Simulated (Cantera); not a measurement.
An isothermal, constant-pressure homogeneous reactor starts with CH4 : CO2 : H2 = 1 : 0.31 : 0.61 (molar parts), at 1873 K and 500000 Pa. Integrator tolerance rtol = 1e-08.

Detailed kinetics in Cantera: GRI-Mech 3.0 (53 species, 325 reactions). GRI-Mech 3.0 stops at C3 and has no aromatics, soot or wall deposition, so with more carbon than oxygen in the feed, carbon stays in small species such as C2H2 where larger ones or solid carbon would form.

### Question
What does this change do: temperature 1873 to 1423 K?

### Answer
```json
[
 {"quantity": "x(CH4) at 8.00 s", "before": "0.0288 (gas-phase equilibrium 0.0288)", "after": "0.335 (gas-phase equilibrium 0.243)"},
 {"quantity": "x(CO2) at 8.00 s", "before": "4.54e-7 (gas-phase equilibrium 4.59e-7)", "after": "0.0200 (gas-phase equilibrium 7.63e-6)"},
 {"quantity": "x(H2) at 8.00 s", "before": "0.677 (gas-phase equilibrium 0.677)", "after": "0.338 (gas-phase equilibrium 0.504)"},
 {"quantity": "x(H) at 8.00 s", "before": "0.000239 (gas-phase equilibrium 0.000239)", "after": "1.74e-6 (gas-phase equilibrium 2.12e-6)"},
 {"quantity": "x(CH2CO) at 8.00 s", "before": "1.74e-6 (gas-phase equilibrium 1.74e-6)", "after": "3.86e-6 (gas-phase equilibrium 1.14e-6)"},
 {"quantity": "x(HCO) at 8.00 s", "before": "1.15e-7 (gas-phase equilibrium 1.15e-7)", "after": "2.62e-9 (gas-phase equilibrium 5.68e-9)"},
 {"quantity": "x(CH3) at 8.00 s", "before": "0.000204 (gas-phase equilibrium 0.000204)", "after": "3.46e-5 (gas-phase equilibrium 2.06e-5)"}
]
```
